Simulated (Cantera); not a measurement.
An isothermal, constant-pressure homogeneous reactor starts with H₂ : O₂ : N₂ = 1.1 : 1 : 4.2 (molar parts), equivalence ratio 0.55, at 850 K and 0.760 bar. Integrator tolerance rtol = 1e-08.

Detailed kinetics in Cantera: the H2/O2 subset of GRI-Mech 3.0, which has no nitrogen chemistry. Below about 950 K walls govern HO2 and H2O2 in real vessels. The temperature is held fixed by assumption; the heat of reaction is taken as removed at once.

```json
[
 {"quantity": "x(H₂) at 20.0 s", "before": "0.0822 (gas-phase equilibrium <1e-12)", "after": "1.00e-8 (gas-phase equilibrium 1.00e-8)"},
 {"quantity": "x(O₂) at 20.0 s", "before": "0.116 (gas-phase equilibrium 0.0783)", "after": "0.0783 (gas-phase equilibrium 0.0783)"},
 {"quantity": "x(H₂O) at 20.0 s", "before": "0.101 (gas-phase equilibrium 0.191)", "after": "0.191 (gas-phase equilibrium 0.191)"},
 {"quantity": "x(OH) at 20.0 s", "before": "6.16e-9 (gas-phase equilibrium 4.25e-9)", "after": "3.48e-6 (gas-phase equilibrium 3.48e-6)"},
 {"quantity": "x(O) at 20.0 s", "before": "4.42e-9 (gas-phase equilibrium <1e-12)", "after": "8.09e-9 (gas-phase equilibrium 8.09e-9)"},
 {"quantity": "x(H) at 20.0 s", "before": "2.20e-8 (gas-phase equilibrium <1e-12)", "after": "2.28e-11 (gas-phase equilibrium 2.28e-11)"},
 {"quantity": "x(H₂O₂) at 20.0 s", "before": "0.000618 (gas-phase equilibrium 1.38e-11)", "after": "1.12e-9 (gas-phase equilibrium 1.12e-9)"}
]
```

### Question
What was changed between the two runs?
A. temperature 850 to 1200 K
B. N2 4.2 to 3.1 parts
C. N2 4.2 to 29 parts
D. pressure from 0.760 bar to 97.5 Torr

### Answer
A, temperature 850 to 1200 K
